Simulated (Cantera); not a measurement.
Charge: 1 mol HgO, 0.85 mol O₂, 5.3 mol N₂, at 1200 K and 5.90 bar.

These are equilibrium values from Cantera (NASA tables, ideal gas, pure condensed phases), not measurements of a reactor. Candidate condensed phases: Hg, HgO; 10 gas species. The numbers say what is thermodynamically allowed, not how fast it happens.

Base state: N₂ 0.693, O₂ 0.176, Hg 0.131, NO 0.000168 (mole fractions); condensed: gas only.

What changes in the equilibrium state with this change: HgO replaced by Pb?


| species | before | after |
|---|---|---|
| N₂ | 0.693 | 0.938 |
| O₂ | 0.176 | 0.0619 |
| NO | 0.000168 | 0.000116 |
| Hg | 0.131 | 0 |
| PbO | 0 | 1.16e-5 |
| PbO(l), mol | 0 | 1.000 |
Further candidate phases: Pb, PbO, PbO₂, Pb₃O₄.

What changes in the equilibrium state with this change: temperature from 1200 K to 1500 K?


```json
[
 {"species": "N₂", "before": "0.693", "after": "0.692"},
 {"species": "O₂", "before": "0.176", "after": "0.176"},
 {"species": "Hg", "before": "0.131", "after": "0.131"},
 {"species": "NO", "before": "0.000168", "after": "0.00105"},
 {"species": "NO₂", "before": "6.34e-6", "after": "1.25e-5"}
]
```

What changes in the equilibrium state with this change: temperature from 1200 K to 550 K?


```json
[
 {"species": "N₂", "before": "0.693", "after": "0.862"},
 {"species": "O₂", "before": "0.176", "after": "0.138"},
 {"species": "Hg", "before": "0.131", "after": "3.60e-5"},
 {"species": "NO", "before": "0.000168", "after": "3.31e-9"},
 {"species": "HgO(s), mol", "before": "0", "after": "1.000"}
]
```
